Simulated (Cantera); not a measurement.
Charge: 1 mol CCl₄, 0.23 mol CH₄, at 552 °C and 9900 Pa.

These are equilibrium values from Cantera (NASA tables, ideal gas, pure condensed phases), not measurements of a reactor. Candidate condensed phases: C, C₆H₆, C₇H₈, C₈H₁₈; 91 gas species. Gases not in the tables: chlorinated aromatics. Rates play no part.

Base state: Cl₂ 0.622, HCl 0.375, CCl₄ 0.00262, Cl 4.12e-5 (mole fractions); condensed: C(graphite).

**Question.** What changes in the equilibrium state with this change: CCl₄ replaced by CH₃Cl?

**Answer.** 
```tsv
species	before	after
H₂	<1e-9	0.555
HCl	0.375	0.418
CH₄	<1e-9	0.0276
Cl₂	0.622	<1e-9
CCl₄	0.00262	<1e-9
Cl	4.12e-5	<1e-9
C(graphite), mol	1.22	1.16
```
